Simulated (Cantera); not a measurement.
Ignition delay

Mixture: 15.5 % H2, 14.6 % O2, 55.1 % N2, 14.7 % H2O, at 5.00 bar, adiabatic and at constant volume. Ignition delay is the time to a rise of 400 K.

Cantera simulation using GRI-Mech 3.0 (53 species, 325 reactions); the numbers are that mechanism's predictions, not measurements. The hydrogen kinetics of GRI-Mech 3.0 are dated; newer H2 mechanisms differ, most at raised pressure.

| T0 (K) | delay (ms) |
|---|---|
| 950 | 65.8 |
| 1000 | 20.2 |
| 1050 | 6.72 |
| 1100 | 2.35 |
| 1150 | 0.824 |
| 1200 | 0.268 |
| 1250 | 0.0681 |
| 1300 | 0.0188 |
| 1350 | 0.00992 |
